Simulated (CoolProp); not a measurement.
Propyne at several states: Z from the reference equation and from simpler models built on Tc = 402.7 K, pc = 5658 kPa, ω = 0.204; each cubic takes its own stable root.

Model: reference Helmholtz-energy equation of state, Polt 1992, in CoolProp. This equation is an older, rougher fit; its heat capacities, sound speeds and derivatives of the liquid may be far off and weren't checked against measurements.

```tsv
T (K)	p (kPa)	phase	reference
293.9	4800	liquid	0.1260
420.5	105	gas	0.9943
295.9	8230	liquid	0.2140
364.5	31.8	gas	0.9973
303.4	4250	liquid	0.1109
```

How far does each simpler model (Redlich-Kwong, Peng-Robinson) lie from the reference over these 5 states: mean and median of the absolute difference, and the worst?


- Redlich-Kwong: mean 7.7 %, median 12.1 %, worst +13.3 % at 303.4 K and 4250 kPa
- Peng-Robinson: mean 1.9 %, median 3.0 %, worst -3.3 % at 295.9 K and 8230 kPa
